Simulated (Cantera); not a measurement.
## Thermodynamics of oxide etching and cleaning by halides, feed Fe₂O₃ + HCl + O₂

Charge: 1 mol Fe₂O₃, 16 mol HCl, 12 mol O₂, equilibrated at 1200 °C.

Cantera equilibrium calculation (NASA polynomials, part measured and part estimated; ideal gas, pure solids and liquids). Candidate condensed phases: Fe, FeCl₂, FeCl₃, FeO, Fe(OH)₂, Fe(OH)₃, Fe₂O₃, Fe₃O₄, H₂O; 22 gas species. The numbers say what is thermodynamically allowed, not how fast it happens.

```
P (Pa)   x O₂  x HCl   x H₂O    x Cl  x FeCl₂     x Cl₂   x FeCl₃  n Fe₃O₄(s)  n Fe₂O₃(s)
------  -----  -----  ------  ------  -------  --------  --------  ----------  ----------
1       0.399  0.300   0.122   0.109   0.0682   5.03e-5   6.08e-6           0           0
4.20    0.407  0.325   0.112  0.0865   0.0686  0.000133   2.04e-5    0.000301           0
18      0.414  0.348   0.102  0.0678   0.0676  0.000351   6.74e-5      0.0131           0
75      0.419  0.369  0.0927  0.0527   0.0653  0.000885  0.000211      0.0363           0
320     0.423  0.387  0.0849  0.0404   0.0617   0.00221  0.000651      0.0703           0
1300    0.424  0.405  0.0781  0.0310   0.0546   0.00531   0.00180           0       0.196
5600    0.424  0.419  0.0738  0.0229   0.0430    0.0125   0.00452           0       0.329
24000   0.422  0.422  0.0763  0.0158   0.0294    0.0253   0.00909           0       0.464
100000  0.418  0.411  0.0865  0.0101   0.0172    0.0430    0.0142           0       0.570
```
x: gas mole fraction; n: condensed amount in mol.

At 1.00 Pa nothing is condensed. From 4.20 Pa to 320 Pa the condensed part is Fe₃O₄(s). From 1300 Pa to 100000 Pa the condensed part is Fe₂O₃(s). The main Fe-bearing gas is FeCl₂ throughout.
